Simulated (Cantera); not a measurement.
# Si₃N₄ + C + N₂ (sublimation and decomposition of ceramics)

Feed: 1 mol Si₃N₄, 0.5 mol C, 0.016 mol N₂, equilibrated at 2002 °C and 3.90 bar.

These are equilibrium values from Cantera (NASA tables, ideal gas, pure condensed phases), not measurements of a reactor. Candidate condensed phases: C, Si, SiC, Si₃N₄; 20 gas species. Mutual solubility and eutectic melting of coexisting phases are not modelled. The tables' values for SiN are old estimates; treat these amounts as uncertain. Equilibrium is a limit: real reactors are often held back by kinetics, nucleation or transport.

```
Property                                     Value
--------------------------------------  ----------
x(N₂)                                        1.000
x(Si)                                     0.000190
x(Si₂N)                                    5.68e-5
x(SiN)                                     5.49e-5
x(Si₂C)                                    1.43e-5
x(Si₂)                                     3.48e-6
n(SiC(s))                                0.500 mol
n(Si₃N₄(s))                              0.833 mol
gas amount                              0.3495 mol
log10 activity of Si(l) (absent)              0.00
log10 activity of C(graphite) (absent)       -0.87
```
